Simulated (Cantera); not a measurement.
Feed: 1 mol borazine, a varied amount of O2, held at 0.0120 bar.

These are equilibrium values from Cantera (NASA tables, ideal gas, pure condensed phases), not measurements of a reactor. Candidate condensed phases: B, BN, B2O3, B3O3H3, H2O; 39 gas species. The feed counts by its element totals alone. Rates play no part.

Stable condensed phases, one row left out:

```
T in K \ n(O2) in mol
           1 1.3 1.6   2 2.5 3.1 3.8 4.7
   2400    A   A   B   B   B   B   B   B
   2350    A   A   B   B   B   B   B   B
   2300    A   A   B   B   B   B   B   B
   2250    A   A   B   B   B   B   B   B
   2200    C   C   B   B   B   B   B   B
   2150    C   C   B   B   B   B   B   B
   2100    C   C   B   B   B   B   B   B
   2050    C   C   B   B   B   B   B   B
   2000    C   C   B   B   B   B   B   B
   1900    C   C   C   B   B   B   B   B
   1850    C   C   C   B   B   B   B   B
   1800    C   C   C   B   B   B   B   B
```

A: B; B: gas only; C: BN.

**Question.** Give the row for 1950 K.

**Answer.** 1: BN; 1.3: BN; 1.6: BN; 2: gas only; 2.5: gas only; 3.1: gas only; 3.8: gas only; 4.7: gas only.
